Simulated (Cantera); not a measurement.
## Equilibrium for fluorocarbon and chlorocarbon gases: CCl4 + H2

Charge: 1 mol CCl4, 6.7 mol H2.

Method: chemical equilibrium by Gibbs-energy minimisation in Cantera with the NASA 1993 tables (ideal gas, pure condensed phases). Candidate condensed phases: C, C6H6, C7H8, C8H18; 91 gas species. The numbers say what is thermodynamically allowed, not how fast it happens.

### Question
Map the stable condensed phases over T = 1900, 2000, 2100, 2200, 2300, 2400, 2500, 2600, 2700, 2800, 2900, 3000 K and P in Pa = 1, 3.2, 10, 32, 100, 320, 1000, 3200, 10000, 32000, 100000.

### Answer
```
T in K \ P in Pa
              1    3.2     10     32    100    320   1000   3200  10000  32000 100000
   3000       A      A      A      A      A      A      A      B      B      B      B
   2900       A      A      A      A      A      A      B      B      B      B      B
   2800       A      A      A      A      A      B      B      B      B      B      B
   2700       A      A      A      A      B      B      B      B      B      B      B
   2600       A      A      A      B      B      B      B      B      B      B      B
   2500       A      B      B      B      B      B      B      B      B      B      B
   2400       B      B      B      B      B      B      B      B      B      B      B
   2300       B      B      B      B      B      B      B      B      B      B      B
   2200       B      B      B      B      B      B      B      B      B      B      B
   2100       B      B      B      B      B      B      B      B      B      B      B
   2000       B      B      B      B      B      B      B      B      B      B      B
   1900       B      B      B      B      B      B      B      B      B      B      B
```
A: gas only; B: C.
